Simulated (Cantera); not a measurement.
An isothermal, constant-pressure homogeneous reactor starts with 1.86 % H2, 98.1 % O2, at 1300 K and 1.50 Torr.

Model: GRI-Mech 3.0 (53 species, 325 reactions), integrated in Cantera. Radical loss at walls, strong at low pressure, is not modelled.

One state of this run: x H2 = 0.000120; x O2 = 0.966; x H = 0.000953; x OH = 0.00179; x H2O = 0.0172; x HO2 = 1.55e-7. x: mole fraction; the columns are a selection and need not sum to one.

Problem. Which value of t (s) does it belong to?
(A) 300
(B) 0.000992
(C) 0.00984
(D) 0.968

Solution. D, 0.968
